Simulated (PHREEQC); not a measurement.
A solution holds 0.094 mol/kgw HF, 0.023 mol/kgw NaF and 0.18 mol/kgw HCl, at 90 °C. Closed to the air; pH follows from the charge balance.

Equilibrium calculation in PHREEQC: ion-association model, phreeqc.dat.

Each row changes one thing in this solution. Precipitation was switched off in this run.

| case | pH | ionic strength (mol/kgw) | F- (mol/kgw) | HF2- (mol/kgw) |
|---|---|---|---|---|
| as made | 0.91 | 0.180 | 0.000263 | 0.000125 |
| NaF from 0.023 to 0.0253 mol/kgw | 0.92 | 0.180 | 0.000272 | 0.000132 |
| temperature from 90 to 55 °C | 0.90 | 0.181 | 0.000519 | 0.000261 |
| 0.0022 mol/kgw H3PO4 added | 0.91 | 0.180 | 0.000263 | 0.000125 |
| HF replaced by (CH3)4NF at the same molality | 1.30 | 0.181 | 0.000644 | 0.000305 |
| temperature from 90 to 80 °C | 0.91 | 0.180 | 0.000321 | 0.000159 |
| 0.0029 mol/kgw NaHCO3 added | 0.92 | 0.180 | 0.000268 | 0.000128 |
| HF from 0.094 to 0.141 mol/kgw | 0.91 | 0.181 | 0.000368 | 0.000246 |
| NaF left out | 0.85 | 0.180 | 0.000185 | 7.09e-5 |

Complexes and solids missing from the database can't appear. At this temperature some constants are extrapolated from 25 °C, and those without enthalpy data are left unchanged.
